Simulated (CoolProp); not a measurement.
Vapour-liquid equilibrium of CH2F2 (R32) (1) + R143a (2) at 3.04 bar; x and y are mole fractions of (1).

Computed with CoolProp (multi-fluid Helmholtz-energy mixture model, Tillner-Roth 1997 and Lemmon and Jacobsen 2000; pair parameters Bell 2016).

Problem. Give the bubble temperature and the first vapour's composition at x = 0.275, 0.425, 0.5. Is there an azeotrope?

Solution. x = 0.275: 248.0 K, y = 0.356; x = 0.425: 246.7 K, y = 0.497; x = 0.5: 246.2 K, y = 0.560. y crosses x between x = 0.8 and 0.875: the model has an azeotrope there.

Pair parameters are fitted to limited data, so mixtures are less certain than the pure fluids.
